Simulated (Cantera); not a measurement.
Feed: 1 mol FeS2, 3.5 mol SO3, 3.3 mol H2O, held at 1375 °C and 495 Torr.

Cantera equilibrium calculation (NASA polynomials, part measured and part estimated; ideal gas, pure solids and liquids). Candidate condensed phases: Fe, FeO, Fe(OH)2, Fe(OH)3, FeS, FeSO4, FeS2, Fe2O3, Fe2(SO4)3, Fe3O4, H2O, H2SO4, S; 22 gas species. The tables' stoichiometric FeO is somewhat more stable than real wüstite, so its field is too wide. FeO: taken at fixed stoichiometry. Kinetics and transport are ignored.

Base state: SO2 0.568, H2O 0.367, S2 0.0322, H2 0.0175, SO 0.00728, H2S 0.00483, S2O 0.00251, SH 0.000656 (mole fractions); condensed: FeO(s).

Task: What changes in the equilibrium state with this change: temperature from 1375 °C to 802 °C?

Result: 
```csv
species,before,after
SO2,0.568,0.575
H2O,0.367,0.388
S2,0.0322,0.0239
H2,0.0175,0.00118
Fe(OH)2,2.06e-5,7.36e-9
H,1.45e-5,<1e-9
OH,1.37e-5,<1e-9
S,4.29e-5,8.06e-9
SO,0.00728,6.05e-5
SH,0.000656,8.12e-6
"FeO(s), mol",1.000,0
"FeS(s), mol",0,0.222
"Fe3O4(s), mol",0,0.259
```
Mutual solubility and eutectic melting of coexisting phases are not modelled. FeS: taken at fixed stoichiometry. Gases not in the tables: S3 to S7.
